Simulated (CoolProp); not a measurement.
Vapour-liquid equilibrium of R22 (1) + R123 (2) at 0.101 MPa; x and y are mole fractions of (1).

Model: multi-fluid Helmholtz-energy mixture model, Kamei 1995 and Younglove 1994; pair parameters Bell 2016, in CoolProp.

```csv
x,"bubble temperature, mixture model (K)","bubble temperature, Raoult's law (K)","y, mixture model","y, Raoult's law"
0.05,290.2,288.9,?,0.399
0.2,267.7,267.1,?,0.805
0.35,?,255.1,0.913,0.914
0.5,?,247.2,0.957,0.958
0.65,?,241.4,?,0.979
0.8,236.8,236.9,?,0.991
0.95,233.3,233.3,0.998,0.998
```

Q: Fill in the missing entries.

A: 
- 0.05, y, mixture model: 0.356
- 0.2, y, mixture model: 0.793
- 0.35, bubble temperature, mixture model (K): 254.7
- 0.5, bubble temperature, mixture model (K): 246.5
- 0.65, bubble temperature, mixture model (K): 240.9
- 0.65, y, mixture model: 0.978
- 0.8, y, mixture model: 0.989

The largest gap from Raoult's law is +1.3 K in bubble temperature, at x = 0.05. No azeotrope shows between x = 0.05 and 0.95.

The pair parameters rest on a limited set of measurements; away from them the model extrapolates. The gap from Raoult's law changes sign with composition, which may be real or a fault of the pair parameters; it wasn't checked against measurements.
